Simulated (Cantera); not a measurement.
Charge: 1 mol SiHCl3, 27 mol NH3, 16 mol N2, held at 1700 Pa.

Method: chemical equilibrium by Gibbs-energy minimisation in Cantera with the NASA 1993 tables (ideal gas, pure condensed phases). Candidate condensed phases: NH4Cl, Si, Si3N4; 28 gas species. The numbers say what is thermodynamically allowed, not how fast it happens.

Over these rows the condensed part is Si3N4(s). Partial pressures as log10 of bar:

```
T (K)  1000/T (1/K)  log p SiCl2  log p H2  log p N2  log p HCl
-----  ------------  -----------  --------  --------  ---------
1425         0.7018        -5.68     -2.03     -2.16      -3.15
1475         0.6780        -5.36     -2.03     -2.16      -3.15
1525         0.6557        -5.07     -2.03     -2.16      -3.16
1575         0.6349        -4.81     -2.03     -2.16      -3.17
1625         0.6154        -4.58     -2.03     -2.16      -3.18
1675         0.5970            ?     -2.03     -2.16      -3.20
```

Q: Fit log p(SiCl2) = a + b·(1000/T) to the five rows, give the apparent enthalpy, and predict the row at 1675 K.

A: Means: 1000/T = 0.6572, log p = -5.100. Sxy = -0.059524, Sxx = 0.0046686, so b = -12.75 and a = -5.100 − (-12.75)×0.6572 = 3.28.
Apparent enthalpy: −19.145 × (-12.75) = 244 kJ/mol. With the condensed phases at unit activity, 1/3 Si3N4(s) + 2 HCl(g) = SiCl2(g) + H2(g) + 2/3 N2(g) links this pressure to the main gases: over the six rows their terms move log p by -0.10 in all, so the slope isn't that reaction's ΔH° alone. The five rows lie within 0.01 of the line.
Prediction at 1675 K: 3.28 + (-12.75)×0.5970 = -4.33. The computed value is -4.37, 0.04 from the line.
